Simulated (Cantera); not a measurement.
**Reactions in the system Cl-H-Li-O**

Standard-state values (1 bar) from the NASA 1993 polynomials, evaluated with Cantera. Values are per mole of reaction as written; species without (g) are pure solids or liquids, kept so even where they would boil at 1 bar.

HCl(g) + O(g) + Li = LiCl + OH(g)

```
T (K)  ΔH° (kJ)  ΔS° (J/K)  ΔG° (kJ)  log10 K
-----  --------  ---------  --------  -------
1148     -502.4     -109.9    -376.2    17.12
1348     -500.2     -108.2    -354.4    13.73
1548     -498.5     -107.0    -332.9    11.23
1748     -497.3     -106.3    -311.5     9.31
1948     -496.6     -105.9    -290.3     7.78
```
